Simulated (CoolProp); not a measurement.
Properties of R245ca along the isotherm 450 K.

Computed with CoolProp (reference Helmholtz-energy equation of state, Zhou 2016).

```csv
p (MPa),phase,density (kg/m³),cv (kJ/(kg K)),Joule-Thomson coefficient (K/MPa),isothermal compressibility (1/MPa),fugacity coefficient
0.179,gas,6.516,1.105,7.507,5.677,0.9843
0.358,gas,13.25,1.108,7.661,2.887,0.9688
0.537,gas,20.22,1.112,7.826,1.959,0.9534
0.716,gas,27.44,1.115,8.003,1.498,0.9381
0.896,gas,34.98,1.119,8.195,1.221,0.9228
1.07,gas,42.56,1.123,8.395,1.044,0.9081
1.25,gas,50.73,1.128,8.618,0.9151,0.8930
1.43,gas,59.29,1.132,8.862,0.8205,0.8779
1.61,gas,68.26,1.137,9.128,0.7492,0.8630
1.79,gas,77.72,1.143,9.418,0.6947,0.8480
1.97,gas,87.72,1.149,9.738,0.6528,0.8331
```
